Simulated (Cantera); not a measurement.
## Si₂Cl₆ + H₂ (silicon epitaxy and polysilicon growth)

Input: 1 mol Si₂Cl₆, a varied amount of H₂, at 1750 K and 2.10 Torr.

Equilibrium computed with Cantera from the NASA thermochemical tables; the gas is ideal and each condensed phase is pure. Candidate condensed phases: Si; 19 gas species. The feed counts by its element totals alone. The tables' values for SiCl, SiCl₃ are old estimates; treat these amounts as uncertain. Gases not in the tables: Si₂H₆ and higher silanes. Rates play no part.

```csv
n(H₂) (mol),x H₂,x HCl,x SiCl₂,x H,x Si,x Cl,x SiCl,n Si(l)
40,0.883,0.0845,0.0269,0.00413,0.000536,0.000305,0.000300,0.799
130,0.955,0.0358,0.00446,0.00429,0.000536,0.000124,0.000122,1.31
230,0.971,0.0222,0.00168,0.00433,0.000536,7.62e-5,7.49e-5,1.45
320,0.977,0.0165,0.000931,0.00435,0.000536,5.67e-5,5.58e-5,1.49
410,0.981,0.0132,0.000591,0.00435,0.000536,4.52e-5,4.44e-5,1.49
510,0.984,0.0108,0.000394,0.00436,0.000536,3.69e-5,3.63e-5,1.47
600,0.985,0.00928,0.000290,0.00436,0.000536,3.17e-5,3.11e-5,1.44
690,0.987,0.00813,0.000223,0.00437,0.000536,2.78e-5,2.73e-5,1.41
780,0.988,0.00724,0.000176,0.00437,0.000536,2.47e-5,2.43e-5,1.37
880,0.988,0.00645,0.000140,0.00437,0.000536,2.20e-5,2.16e-5,1.32
```
x: gas mole fraction; n: condensed amount in mol.

From 40 mol H₂ to 880 mol H₂ the condensed part is Si(l). The main Si-bearing gas is SiCl₂ at 40 mol H₂ and Si at 880 mol H₂. The share of Si in condensed phases is highest at 410 mol H₂ (74.4 %) and lowest at 40 mol H₂ (39.9 %).
